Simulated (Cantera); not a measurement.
A perfectly stirred reactor is fed with 9.88 % CH₄, 1.28 % C₂H₆, 18.7 % O₂, 70.2 % N₂, equivalence ratio 1.3, at 5.00 bar; it is adiabatic with a 675 K inlet, and is followed from long to short residence time, starting on the burning branch (τ in s: 0.26, 0.12, 0.053, 0.024, 0.011, 0.005, 0.0023, 0.001, 0.00047, 0.00021, 9.7e-05, 4.4e-05).

Model: GRI-Mech 3.0 (53 species, 325 reactions), integrated in Cantera.

One state of this run: T (K) = 2317; x CH₄ = 9.25e-5; x C₂H₆ = 5.01e-7; x O₂ = 0.000468; x C₂H₄ = 9.72e-7; x N₂O = 7.59e-8; x CH₂ = 3.22e-6; x CH₃ = 6.30e-5. x: mole fraction; the columns are a selection and need not sum to one.

Task: Which value of τ (s) does it belong to?
A. 0.024
B. 0.12
C. 0.26
D. 0.0023

Result: D, 0.0023
